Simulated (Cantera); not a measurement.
What does this Cantera script print?

```python
import numpy as np
import cantera as ct

gas = ct.Solution("gri30.yaml")
gas.TPX = 500, 1000000, {'CH4': 1, 'C2H6': 1, 'C3H8': 1, 'O2': 11.8, 'N2': 44.4}
flame = ct.FreeFlame(gas, width=0.008)
flame.set_refine_criteria(ratio=3, slope=0.08, curve=0.16)
flame.transport_model = "mixture-averaged"
flame.solve(loglevel=0, auto=True)
z, T = flame.grid, flame.T
thick = (T[-1] - T[0]) / np.gradient(T, z).max()
show = ['CH4', 'C2H6', 'C3H8', 'CO', 'O2', 'CH3']
print(f"laminar burning velocity  {flame.velocity[0] * 100:.3f} cm/s")
print(f"burnt temperature         {T[-1]:.1f} K")
print(f"thermal thickness         {thick * 1e3:.4f} mm")
print(f"grid points               {len(z)}")
z0 = z[flame.heat_release_rate.argmax()]
print(f"{'z/mm':>9s}{'T/K':>9s}{'u/(m/s)':>9s}" + "".join(f"{s:>11s}" for s in show))
rows = []
for k in (-3, -2, -1.5, -1, -0.5, -0.25, 0, 0.25, 0.5, 1, 2, 4, 8):
    zz = z0 + k * thick
    rows.append([k * thick, np.interp(zz, z, T), np.interp(zz, z, flame.velocity),
                 *(np.interp(zz, z, flame.X[gas.species_index(s)]) for s in show)])
    print(f"{rows[-1][0] * 1e3:9.3f}{rows[-1][1]:9.1f}{rows[-1][2]:9.3f}" + "".join(f"{x:11.3e}" for x in rows[-1][3:]))
```

It prints:

```
laminar burning velocity  47.152 cm/s
burnt temperature         2318.6 K
thermal thickness         0.0562 mm
grid points               142
     z/mm      T/K  u/(m/s)        CH4       C2H6       C3H8         CO         O2        CH3
   -0.169    500.8    0.473  1.687e-02  1.688e-02  1.688e-02  1.919e-05  1.991e-01  2.053e-11
   -0.112    504.9    0.477  1.679e-02  1.685e-02  1.686e-02  1.202e-04  1.986e-01  1.549e-10
   -0.084    518.4    0.491  1.660e-02  1.677e-02  1.682e-02  4.646e-04  1.971e-01  1.084e-09
   -0.056    594.9    0.566  1.571e-02  1.621e-02  1.652e-02  2.556e-03  1.898e-01  4.337e-08
   -0.028    988.5    0.959  1.166e-02  1.143e-02  1.231e-02  1.487e-02  1.512e-01  4.003e-05
   -0.014   1394.0    1.374  7.510e-03  4.918e-03  4.822e-03  2.932e-02  1.095e-01  5.719e-04
    0.000   1804.4    1.795  2.307e-03  2.561e-04  1.171e-04  4.158e-02  6.502e-02  7.480e-04
    0.014   2003.3    1.985  1.590e-04  3.445e-07  2.770e-08  3.442e-02  4.206e-02  7.079e-05
    0.028   2092.7    2.061  5.662e-06  2.033e-10  1.920e-12  2.404e-02  3.386e-02  2.960e-06
    0.056   2187.1    2.140  1.137e-08  2.974e-15  4.179e-19  1.405e-02  2.794e-02  7.426e-09
    0.112   2261.4    2.202  1.392e-12  4.982e-21  3.396e-28  7.727e-03  2.415e-02  2.277e-12
    0.225   2302.8    2.237  4.511e-14  3.458e-25  9.347e-37  4.249e-03  2.213e-02  1.172e-13
    0.450   2316.9    2.248  3.573e-15  5.451e-26  1.811e-37  2.967e-03  2.142e-02  8.361e-15
```

Computed with Cantera and GRI-Mech 3.0 (53 species, 325 reactions). GRI-Mech 3.0 was tuned for natural gas; its chemistry of propane as a main component is partial and can be far from experiment. Burning velocities carry a grid error of a few per cent, more on coarse grids.
